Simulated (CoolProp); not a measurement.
Properties of CH3F (R41) at several states (Tc = 317.3 K, pc = 5906 kPa, ω = 0.200).

Computed with CoolProp (reference Helmholtz-energy equation of state, Lemmon 2006). It is a short technical equation, of lower accuracy than the large ones.

| T (K) | p (kPa) | phase | Z | cv (kJ/(kg K)) | speed of sound (m/s) | Joule-Thomson coefficient (K/MPa) | isothermal compressibility (1/MPa) | fugacity coefficient |
|---|---|---|---|---|---|---|---|---|
| 174.2 | 266 | liquid | 0.006772 | 1.330 | 1196 | -0.3319 | 0.001171 | 0.1038 |
| 417.9 | 91.7 | gas | 0.9976 | 1.092 | 353.0 | 7.038 | 10.93 | 0.9976 |
| 194.6 | 4770 | liquid | 0.1130 | 1.277 | 1114 | -0.3063 | 0.001458 | 0.02253 |
